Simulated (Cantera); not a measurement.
Gas mixture: CH3OH : C2H6 = 0.85 : 0.48 (molar parts), at 2600 Pa, frozen composition.

Cantera's kinetic-theory transport with the Lennard-Jones parameters of GRI-Mech 3.0, ideal gas; thermal conductivity in the multicomponent form. Polar gases are described roughly by these parameters. The composition is frozen, though it would react at the higher temperatures.

D: mixture-averaged diffusion coefficient of that species in the mixture.

| T (K) | ρ (kg/m³) | cp (J/kg/K) | μ (µPa s) | λ (mW/m/K) | Pr | D (cm²/s) H2O | D (cm²/s) NH3 | D (cm²/s) CH4 |
|---|---|---|---|---|---|---|---|---|
| 400 | 0.0245 | [?] | 12.8 | 30.8 | 0.749 | 10.5 | 10.2 | 10.8 |
| 550 | 0.0178 | [?] | 17.4 | 52.5 | 0.750 | 19.8 | 19.0 | 19.4 |
| 700 | 0.0140 | [?] | 21.6 | 76.5 | 0.752 | 31.5 | 30.2 | 29.9 |
| 850 | 0.0115 | [?] | 25.6 | 101 | 0.754 | 45.5 | 43.4 | 42.0 |
| 1000 | 0.00980 | 3242 | 29.2 | 125 | 0.755 | 61.4 | 58.5 | 55.7 |
| 1150 | 0.00852 | 3458 | 32.6 | 149 | 0.755 | 79.2 | 75.2 | 70.8 |
| 1300 | 0.00754 | 3639 | 35.8 | 172 | 0.755 | 98.7 | 93.6 | 87.3 |

Complete the blanks.


- 400, cp (J/kg/K): 1799
- 550, cp (J/kg/K): 2260
- 700, cp (J/kg/K): 2658
- 850, cp (J/kg/K): 2966
